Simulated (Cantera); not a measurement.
A closed system holds: 1 mol TEOS, 0.23 mol H2O, 9.6 mol H2, at 277 °C and 85.0 Pa.

Cantera equilibrium calculation (NASA polynomials, part measured and part estimated; ideal gas, pure solids and liquids). Candidate condensed phases: C, C6H6, C7H8, C8H18, H2O, Si, SiC, SiO2; 123 gas species. The feed counts by its element totals alone. Kinetics and transport are ignored.

Base state: H2 0.700, CH4 0.176, H2O 0.115, CO2 0.00775, CO 0.000818 (mole fractions); condensed: C(graphite) + SiO2(α-quartz).

What changes in the equilibrium state with this change: temperature from 277 °C to 602 °C?


```csv
species,before,after
H2,0.700,0.899
CO,0.000818,0.101
H2O,0.115,0.000313
CH4,0.176,0.000300
CO2,0.00775,9.26e-5
"C(graphite), mol",4.86,5.77
"SiO2(α-quartz), mol",1.00,0
"SiO2(β-quartz), mol",0,1.00
```

What changes in the equilibrium state with this change: TEOS replaced by HMDSO?


```csv
species,before,after
H2,0.700,0.781
CH4,0.176,0.219
H2O,0.115,<1e-9
CO2,0.00775,<1e-9
CO,0.000818,<1e-9
"C(graphite), mol",4.86,1.23
"SiO2(α-quartz), mol",1.00,0.615
"SiC(s), mol",0,1.39
```
